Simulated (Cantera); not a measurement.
Mixture: CH₄ : O₂ : N₂ = 1 : 2.99 : 11.2 (molar parts), equivalence ratio 0.67, at 500000 Pa, adiabatic and at constant pressure. Ignition delay is the time to a rise of 400 K.

Cantera simulation using GRI-Mech 3.0 (53 species, 325 reactions); the numbers are that mechanism's predictions, not measurements.

Q: Predict: delay at 1248 K; delay at 1348 K; delay at 1448 K; delay at 1548 K; delay at 1648 K; delay at 1748 K; apparent activation energy between 1548 and 1748 K.

A: 
```json
{
  "delay at 1248 K": "4.46 ms",
  "delay at 1348 K": "1.38 ms",
  "delay at 1448 K": "0.476 ms",
  "delay at 1548 K": "0.183 ms",
  "delay at 1648 K": "78.7 µs",
  "delay at 1748 K": "37.7 µs",
  "apparent activation energy between 1548 and 1748 K": "180 kJ/mol"
}
```
